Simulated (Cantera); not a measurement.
A freely propagating, adiabatic, planar premixed flame of CH4 : O2 : N2 = 1 : 3.03 : 7.88 (molar parts), unburnt at 375 K and 0.430 bar; mixture-averaged transport, grid criteria slope 0.08 and curve 0.16, no radiation.

Cantera simulation using GRI-Mech 3.0 (53 species, 325 reactions); the numbers are that mechanism's predictions, not measurements. Burning velocities carry a grid error of a few per cent, more on coarse grids.

x: mole fraction of selected species; z is measured from the peak of heat release.

```csv
z (mm),T (K),u (m/s),x CH4,x O2,x CH2,x CH3,x C2H2,x C2H4
-2.12,375,0.765,0.0839,0.254,<1e-8,<1e-8,<1e-8,<1e-8
-1.41,376,0.767,0.0838,0.254,<1e-8,5.59e-8,<1e-8,[?]
-1.06,379,0.775,0.0835,0.254,<1e-8,3.21e-7,<1e-8,[?]
-0.707,417,0.855,0.0811,0.251,<1e-8,3.19e-6,1.01e-7,[?]
-0.353,782,1.62,0.0604,0.222,2.08e-7,0.000196,2.25e-6,[?]
-0.177,1189,2.49,0.0348,0.183,5.21e-6,0.00118,7.11e-6,[?]
0,1576,3.32,0.00944,0.137,2.62e-5,0.00128,1.29e-5,[?]
0.177,1739,3.67,0.000940,0.109,7.25e-6,0.000183,2.33e-6,[?]
0.353,1787,3.76,5.42e-5,0.0991,5.18e-7,1.13e-5,7.71e-8,[?]
0.707,1842,3.85,1.97e-7,0.0930,<1e-8,4.60e-8,<1e-8,<1e-8
1.41,1913,3.97,<1e-8,0.0896,<1e-8,<1e-8,<1e-8,<1e-8
2.83,1993,4.12,<1e-8,0.0879,<1e-8,<1e-8,<1e-8,<1e-8
5.65,2063,4.25,<1e-8,0.0868,<1e-8,<1e-8,<1e-8,<1e-8
```

Question: Complete the blanks.

Answer: 
- -1.41, x C2H4: 1.79e-8
- -1.06, x C2H4: 1.65e-7
- -0.707, x C2H4: 3.01e-6
- -0.353, x C2H4: 6.47e-5
- -0.177, x C2H4: 0.000155
- 0, x C2H4: 0.000106
- 0.177, x C2H4: 7.36e-6
- 0.353, x C2H4: 1.55e-7
